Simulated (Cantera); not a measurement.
Charge: 1 mol TiO₂, 1300 mol H₂, 2.4 mol H₂O, at 1325 K and 10.0 mbar.

Cantera equilibrium calculation (NASA polynomials, part measured and part estimated; ideal gas, pure solids and liquids). Candidate condensed phases: H₂O, Ti, TiO, TiO₂, Ti₂O₃, Ti₃O₅, Ti₄O₇; 12 gas species. Condensed phases not in the tables: Magnéli phases beyond Ti₄O₇. The numbers say what is thermodynamically allowed, not how fast it happens.

Question: What is the equilibrium state?

Answer: 
| Item | Result |
|---|---|
| x(H₂) | 0.998 |
| x(H₂O) | 0.00203 |
| x(H) | 1.63e-5 |
| n(Ti₄O₇(s)) | 0.250 mol |
| gas amount | 1302 mol |
| log10 activity of Ti₃O₅(s) (absent) | -0.10 |
| log10 activity of Ti₂O₃(s) (absent) | -0.51 |
| log10 activity of Ti(β) (absent) | -8.73 |
